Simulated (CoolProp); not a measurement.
Vapour-liquid equilibrium of toluene (1) + p-xylene (2) at 417.6 K; x and y are mole fractions of (1).

Computed with CoolProp (multi-fluid Helmholtz-energy mixture model, Lemmon 2006 and Zhou 2012; pair parameters Bell 2016).

| x | bubble pressure, mixture model (MPa) | bubble pressure, Raoult's law (MPa) | y, mixture model | y, Raoult's law |
|---|---|---|---|---|
| 0.05 | 0.1251 | 0.1252 | 0.094 | 0.097 |
| 0.125 | 0.1344 | 0.1344 | 0.219 | 0.225 |
| 0.2 | 0.1436 | 0.1437 | 0.330 | 0.337 |
| 0.275 | 0.1530 | 0.1529 | 0.427 | 0.436 |
| 0.35 | ? | 0.1622 | 0.514 | 0.523 |
| 0.425 | 0.1717 | 0.1714 | 0.591 | 0.601 |
| 0.5 | ? | 0.1807 | 0.661 | 0.671 |
| 0.575 | 0.1903 | 0.1899 | 0.724 | 0.734 |
| 0.65 | 0.1995 | 0.1992 | 0.782 | 0.791 |
| 0.725 | ? | 0.2084 | 0.835 | 0.843 |
| 0.8 | 0.2179 | 0.2177 | 0.884 | 0.891 |
| 0.875 | 0.2271 | 0.2269 | 0.930 | 0.934 |
| 0.95 | 0.2362 | 0.2362 | ? | 0.975 |

Task: What belongs in the gaps?

Result: 
- 0.35, bubble pressure, mixture model (MPa): 0.1623
- 0.5, bubble pressure, mixture model (MPa): 0.1810
- 0.725, bubble pressure, mixture model (MPa): 0.2087
- 0.95, y, mixture model: 0.973

The largest gap from Raoult's law is +0.2 % in bubble pressure, at x = 0.575. No azeotrope shows between x = 0.05 and 0.95.

Pair parameters are fitted to limited data, so mixtures are less certain than the pure fluids.
